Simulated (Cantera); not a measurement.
A closed system holds: 1 mol CH3SiCl3, 2 mol CH4, 36 mol H2, equilibrated at 0.250 bar.

Method: chemical equilibrium by Gibbs-energy minimisation in Cantera with the NASA 1993 tables (ideal gas, pure condensed phases). Candidate condensed phases: C, C6H6, C7H8, C8H18, Si, SiC; 109 gas species. The feed counts by its element totals alone. Rates play no part. All values below are at 1998 K.

Base state: H2 0.927, HCl 0.0682, H 0.00309, C2H2 (acetylene) 0.000703, SiCl2 0.000655, Cl 0.000169, CH4 9.17e-5 (mole fractions); condensed: C(graphite) + SiC(s).

Problem. What changes in the equilibrium state with this change: pressure from 0.250 bar to 2.90 mbar?

Solution. 
```json
[
 {"species": "H2", "before": "0.927", "after": "0.902"},
 {"species": "HCl", "before": "0.0682", "after": "0.0658"},
 {"species": "H", "before": "0.00309", "after": "0.0283"},
 {"species": "Si", "before": "9.26e-6", "after": "0.000798"},
 {"species": "CH4", "before": "9.17e-5", "after": "1.01e-6"},
 {"species": "Si2C", "before": "2.52e-7", "after": "2.17e-5"},
 {"species": "C(graphite), mol", "before": "1.96", "after": "2.01"},
 {"species": "SiC(s), mol", "before": "0.970", "after": "0.929"}
]
```
The tables' values for SiCl are old estimates; treat these amounts as uncertain.
